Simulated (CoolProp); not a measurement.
Vapour pressure (bar) of carbon dioxide: the reference equation beside estimates from Tc = 304.1 K, pc = 73.77 bar, ω = 0.224.

Values from CoolProp's reference Helmholtz-energy equation of state, Span 1996.

```csv
T (K),reference,van der Waals,Redlich-Kwong,Peng-Robinson
233.4,10.14,…,13.40,10.05
238.3,12.09,25.67,15.62,…
243.2,14.30,28.23,18.09,14.18
248.2,16.85,30.99,20.87,16.72
253.1,19.67,33.86,23.87,19.52
258,22.81,36.89,27.15,22.66
262.9,26.30,40.09,30.71,…
267.8,30.17,43.45,34.59,…
272.7,…,46.98,38.77,34.36
277.6,39.14,50.68,43.28,39.11
282.6,44.41,54.63,48.23,44.44
287.5,50.08,…,53.43,50.16
292.4,56.29,62.92,58.98,56.43
297.3,63.10,67.33,64.90,63.25
```

**Question.** Complete the blanks.

**Answer.** 
- 233.4, van der Waals: 23.27
- 238.3, Peng-Robinson: 11.98
- 262.9, Peng-Robinson: 26.16
- 267.8, Peng-Robinson: 30.05
- 272.7, reference: 34.44
- 287.5, van der Waals: 58.69

Absolute difference from the reference over all 14 rows, mean and median: van der Waals 55.6 and 48.2 %, Redlich-Kwong 16.4 and 15.7 %, Peng-Robinson 0.5 and 0.5 %.
